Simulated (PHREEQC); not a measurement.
Solution (25 °C): 0.0081 mol H2SO4, 0.033 mol ZnSO4 and 0.015 mol CuCl2 per kg of water. Closed to the air; pH follows from the charge balance.

The numbers come from PHREEQC with the ion-association model, phreeqc.dat.

Task: The ionic strength comes out as 0.123 mol/kgw. What activity coefficients do H+, HSO4-, Zn(SO4)2-2, Zn+2, Cu+2 get?

Result: H+ 0.82, HSO4- 0.77, Zn(SO4)2-2 0.35, Zn+2 0.35, Cu+2 0.38.

Precipitation was switched off in this run.
